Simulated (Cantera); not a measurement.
# TEOS + N₂O + N₂ + O₃ (silicon oxide and oxynitride deposition)

Feed: 1 mol TEOS, 0.15 mol N₂O, 170 mol N₂, 0.95 mol O₃, held at 1000 Pa.

Cantera equilibrium calculation (NASA polynomials, part measured and part estimated; ideal gas, pure solids and liquids). Candidate condensed phases: C, C₆H₆, C₇H₈, C₈H₁₈, H₂O, Si, SiC, SiO₂, Si₂N₂O, Si₃N₄; 151 gas species. The feed counts by its element totals alone. Mutual solubility and eutectic melting of coexisting phases are not modelled. Kinetics and transport are ignored.

```
T (K)   x N₂    x H₂     x CO    x CO₂     x H₂O  n C(graphite)  n SiO₂(α-quartz)  n SiO₂(β-quartz)  n Si₂N₂O(s)
-----  -----  ------  -------  -------  --------  -------------  ----------------  ----------------  -----------
673    0.930  0.0498  0.00765  0.00778   0.00414           5.11              1.00                 0            0
773    0.921  0.0534   0.0237  0.00137  0.000603           3.35              1.00                 0            0
873    0.919  0.0539   0.0268  8.14e-5   6.14e-5           3.02                 0              1.00            0
973    0.919  0.0540   0.0270  7.30e-6   9.06e-6           3.00                 0              1.00            0
1073   0.912  0.0538   0.0339  1.61e-6   2.37e-6           1.70                 0             0.135        0.433
1173   0.911  0.0537   0.0349  3.40e-7   6.66e-7           1.50                 0                 0        0.500
1273   0.911  0.0537   0.0349  8.76e-8   2.23e-7           1.49                 0                 0        0.500
1373   0.911  0.0537   0.0349  2.77e-8   8.77e-8           1.48                 0                 0        0.500
1473   0.911  0.0536   0.0349  1.03e-8   3.92e-8           1.47                 0                 0        0.497
```
x: gas mole fraction; n: condensed amount in mol.

From 673 K to 773 K the condensed part is C(graphite) + SiO₂(α-quartz). From 873 K to 973 K the condensed part is C(graphite) + SiO₂(β-quartz). At 1073 K the condensed part is C(graphite) + SiO₂(β-quartz) + Si₂N₂O(s). From 1173 K to 1473 K the condensed part is C(graphite) + Si₂N₂O(s).
